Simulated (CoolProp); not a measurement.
Values from CoolProp's reference Helmholtz-energy equation of state, de Reuck 1990.

Task: For fluorine, give the phase and the cv (kJ/(kg K)), speed of sound (m/s), Joule-Thomson coefficient (K/MPa) at 187.2 K and 0.161 bar.

Result: 
- 187.2 K and 0.161 bar: gas; cv 0.559, speed of sound 239, Joule-Thomson coefficient 4.71
